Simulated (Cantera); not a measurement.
A freely propagating, adiabatic, planar premixed flame of 20.6 % CO, 5.96 % H₂, 14.1 % O₂, 53.0 % N₂, 6.37 % H₂O, unburnt at 325 K and 128 Torr; mixture-averaged transport, grid criteria slope 0.08 and curve 0.16, no radiation.

Cantera simulation using GRI-Mech 3.0 (53 species, 325 reactions); the numbers are that mechanism's predictions, not measurements. Burning velocities carry a grid error of a few per cent, more on coarse grids.

Task: Predict: laminar burning velocity; thermal thickness; peak x(O).

Result: 
```
Item                         Result
------------------------  ---------
laminar burning velocity  87.8 cm/s
thermal thickness           4.43 mm
peak x(O)                    0.0119
```
